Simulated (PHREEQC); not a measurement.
Consider water at 48 °C with 0.009 mol LiCl per kg of water. Closed to the air; pH follows from the charge balance.

Model: ion-association model, phreeqc.dat, run in PHREEQC.

No solid was allowed to form.

Q: Predict the specific conductance.

A: specific conductance 1520 µS/cm.

Complexes and solids missing from the database can't appear. Away from 25 °C the constants follow the database's enthalpies or fits; those with neither stay at their 25 °C values.
